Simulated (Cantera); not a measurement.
## Hydrocarbon pyrolysis for carbon deposition

A perfectly stirred reactor is fed with C₂H₆ : N₂ = 1 : 10 (molar parts), at 5600 Pa; it is held at 1548 K, and followed from long to short residence time.

Cantera simulation using GRI-Mech 3.0 (53 species, 325 reactions); the numbers are that mechanism's predictions, not measurements. GRI-Mech 3.0 stops at C3 and has no aromatics, soot or wall deposition, so with more carbon than oxygen in the feed, carbon stays in small species such as C2H2 where larger ones or solid carbon would form.

| τ (s) | x C₂H₆ | x C₂H₄ | x H₂ | x CH₂ | x CH₃ |
|---|---|---|---|---|---|
| 2.4 | 4.38e-5 | 0.000358 | 0.139 | 1.57e-7 | 0.000206 |
| 0.92 | 9.99e-5 | 0.000653 | 0.134 | 2.85e-7 | 0.000318 |
| 0.35 | 0.000232 | 0.00130 | 0.128 | 5.04e-7 | 0.000491 |
| 0.14 | 0.000518 | 0.00258 | 0.121 | 8.44e-7 | 0.000739 |
| 0.052 | 0.00124 | 0.00540 | 0.110 | 1.43e-6 | 0.00114 |
| 0.020 | 0.00289 | 0.0105 | 0.0974 | 2.33e-6 | 0.00173 |
| 0.0077 | 0.00675 | 0.0186 | 0.0815 | 3.67e-6 | 0.00261 |
| 0.0029 | 0.0158 | 0.0277 | 0.0622 | 5.50e-6 | 0.00393 |
| 0.0011 | 0.0334 | 0.0299 | 0.0412 | 7.14e-6 | 0.00543 |
| 0.00043 | 0.0571 | 0.0204 | 0.0216 | 7.25e-6 | 0.00607 |
x: mole fraction; the columns are a selection and need not sum to one.
